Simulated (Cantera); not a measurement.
Feed: 1 mol Si, 0.074 mol H₂O, 47 mol N₂, held at 1675 K and 7.50 Torr.

These are equilibrium values from Cantera (NASA tables, ideal gas, pure condensed phases), not measurements of a reactor. Candidate condensed phases: H₂O, Si, SiO₂, Si₂N₂O, Si₃N₄; 35 gas species. The numbers say what is thermodynamically allowed, not how fast it happens.

### Question
What is the equilibrium state?

### Answer
```json
{
  "x(N₂)": "0.997",
  "x(SiO)": "0.00159",
  "x(H₂)": "0.00157",
  "x(H)": "4.60e-5",
  "x(Si)": "9.54e-6",
  "n(Si₃N₄(s))": "0.308 mol",
  "gas_amount": "46.53 mol",
  "log10 activity of Si(s) (absent)": "-0.66"
}
```
